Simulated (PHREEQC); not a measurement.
Dissolve 1.3 mol NaBr and 0.35 mol K2HPO4 per kg of water at 20 °C. Closed to the air; pH follows from the charge balance.

The numbers come from PHREEQC with the ion-association model, phreeqc.dat.

### Question
The ionic strength comes out as 2.09 mol/kgw. What activity coefficients do KHPO4-, HPO4-2, Br-, K+, Na+ get?

### Answer
KHPO4- 0.62, HPO4-2 0.14, Br- 0.50, K+ 0.57, Na+ 0.84.

This is a speciation only: nothing precipitates in the calculation. Ionic strength above about 0.7 mol/kgw puts this run outside the model's range. Complexes and solids missing from the database can't appear.
